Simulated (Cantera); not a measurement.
Cantera with NASA thermochemical tables; ideal gases at 1 bar, condensed phases pure. Values are per mole of reaction as written; species without (g) are pure solids or liquids, kept so even where they would boil at 1 bar.

**Question.** Between 300 and 673 K, where is each reaction favourable under standard conditions?
- 10 H2O2(g) + 2 P2(g) → P4O10 + 10 H2O(g)

**Answer.** 
- 10 H2O2(g) + 2 P2(g) → P4O10 + 10 H2O(g): ΔG° is -4153 kJ at 300 K and -3918 kJ at 673 K; it stays negative (K > 1). ΔH° is -4322 kJ and ΔS° -601 J/K at 673 K.
